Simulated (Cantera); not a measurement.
## Formation from one mole of Cl2

Cantera with NASA thermochemical tables; ideal gases at 1 bar, condensed phases pure. Values are per mole of reaction as written; species without (g) are pure solids or liquids, kept so even where they would boil at 1 bar.

Sr + Cl2(g) → SrCl2

```csv
T (K),ΔH° (kJ),ΔS° (J/K),ΔG° (kJ),log10 K
375,-827.7,-159.8,-767.8,106.94
400,-827.3,-158.8,-763.8,99.74
425,-826.9,-157.8,-759.8,93.39
450,-826.5,-156.9,-755.9,87.74
475,-826.1,-156.0,-752.0,82.69
500,-825.7,-155.2,-748.1,78.15
```

0.6667 Al + Cl2(g) → 0.6667 AlCl3

```
T (K)  ΔH° (kJ)  ΔS° (J/K)  ΔG° (kJ)  log10 K  condensed phases
-----  --------  ---------  --------  -------  ----------------
375      -469.5     -166.4    -407.1    56.71   Al(s), AlCl3(s)
400      -469.2     -165.5    -403.0    52.62   Al(s), AlCl3(s)
425      -468.8     -164.6    -398.8    49.02   Al(s), AlCl3(s)
450      -468.4     -163.7    -394.7    45.82   Al(s), AlCl3(s)
475      -444.3     -111.9    -391.1    43.01   Al(s), AlCl3(l)
500      -443.6     -110.4    -388.4    40.57   Al(s), AlCl3(l)
```

Pb + Cl2(g) → PbCl2(g)

| T (K) | ΔH° (kJ) | ΔS° (J/K) | ΔG° (kJ) | log10 K |
|---|---|---|---|---|
| 375 | -174.5 | 28.0 | -185.0 | 25.77 |
| 400 | -174.7 | 27.6 | -185.7 | 24.25 |
| 425 | -174.8 | 27.1 | -186.4 | 22.91 |
| 450 | -175.0 | 26.7 | -187.1 | 21.71 |
| 475 | -175.2 | 26.3 | -187.7 | 20.64 |
| 500 | -175.4 | 25.9 | -188.4 | 19.68 |

0.6667 Al + Cl2(g) → 0.3333 Al2Cl6(g)

```json
[
 {"T (K)": "375", "ΔH° (kJ)": "-431.7", "ΔS° (J/K)": "-82.9", "ΔG° (kJ)": "-400.6", "log10 K": "55.80"},
 {"T (K)": "400", "ΔH° (kJ)": "-431.6", "ΔS° (J/K)": "-82.7", "ΔG° (kJ)": "-398.5", "log10 K": "52.04"},
 {"T (K)": "425", "ΔH° (kJ)": "-431.5", "ΔS° (J/K)": "-82.4", "ΔG° (kJ)": "-396.5", "log10 K": "48.73"},
 {"T (K)": "450", "ΔH° (kJ)": "-431.4", "ΔS° (J/K)": "-82.2", "ΔG° (kJ)": "-394.4", "log10 K": "45.78"},
 {"T (K)": "475", "ΔH° (kJ)": "-431.3", "ΔS° (J/K)": "-82.0", "ΔG° (kJ)": "-392.4", "log10 K": "43.15"},
 {"T (K)": "500", "ΔH° (kJ)": "-431.2", "ΔS° (J/K)": "-81.9", "ΔG° (kJ)": "-390.3", "log10 K": "40.77"}
]
```
